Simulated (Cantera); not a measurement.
An adiabatic, constant-pressure homogeneous reactor starts with CH4 : H2 : O2 : N2 = 1 : 0.036 : 1.12 : 4.22 (molar parts), equivalence ratio 1.8, at 1000 K and 22500 Torr. Integrator tolerance rtol = 1e-08.

Cantera simulation using GRI-Mech 3.0 (53 species, 325 reactions); the numbers are that mechanism's predictions, not measurements. The pressure lies above the range GRI-Mech 3.0 was tuned for (to about 10 atm).

Q: What does this change do: constant volume in place of constant pressure?

A: 
```
quantity                                                              before                                      after
---------------------------------  -----------------------------------------  -----------------------------------------
time of steepest temperature rise                                    9.77 ms                                    9.19 ms
temperature at 0.200 s                                                2242 K                                     2592 K
equilibrium temperature                                               2242 K                                     2592 K
x(CH4) at 0.200 s                    1.76e-8 (gas-phase equilibrium 1.94e-8)    3.07e-8 (gas-phase equilibrium 3.37e-8)
x(H2) at 0.200 s                         0.133 (gas-phase equilibrium 0.133)        0.130 (gas-phase equilibrium 0.130)
x(O2) at 0.200 s                     9.03e-8 (gas-phase equilibrium 9.03e-8)    1.26e-6 (gas-phase equilibrium 1.26e-6)
x(CH2CO) at 0.200 s                1.51e-11 (gas-phase equilibrium 1.66e-11)  8.05e-11 (gas-phase equilibrium 8.79e-11)
x(C2H2) at 0.200 s                 9.03e-12 (gas-phase equilibrium 9.92e-12)  5.64e-11 (gas-phase equilibrium 6.15e-11)
```
